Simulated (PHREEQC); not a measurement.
A column of 0.5 m (40 cells, dispersivity 0.025 m, 60 s a shift, diffusion coefficient 3e-10 m²/s) holds 0.094 eq of the database's cation exchanger X per kg of pore water, first in equilibrium with 0.00045 mol/kgw Na2SO4, 0.0048 mol/kgw ZnSO4 and 1e-05 mol/kgw HCl. It is flushed with 49 mmol/kgw CdCl2 and 0.01 mmol/kgw HCl, at 15 °C. Values are for the last cell. No CO2 enters from the air. Precipitation was switched off in this run.

Base run: PHREEQC, ion-association model, phreeqc.dat. Each further column changes one thing. The table gives Na in solution (mol/kgw).

```tsv
pore volumes	base	exchange capacity from 0.094 to 0.047 eq/kgw	dispersivity from 0.025 to 0.05 m
0	0.000900	0.000900	0.000900
0.5125	0.000981	0.000962	___
1.012	0.00102	___	0.000829
1.512	0.000297	0.000160	0.000333
2.013	6.18e-5	2.59e-5	___
2.513	1.13e-5	3.62e-6	4.03e-5
3.013	1.96e-6	4.71e-7	1.36e-5
3.513	3.28e-7	___	4.58e-6
4.013	5.39e-8	7.16e-9	1.54e-6
```

Task: Some entries are withheld; supply them.

Result: 
- 0.5125, dispersivity from 0.025 to 0.05 m: 0.00111
- 1.012, exchange capacity from 0.094 to 0.047 eq/kgw: 0.000693
- 2.013, dispersivity from 0.025 to 0.05 m: 0.000118
- 3.513, exchange capacity from 0.094 to 0.047 eq/kgw: 5.88e-8
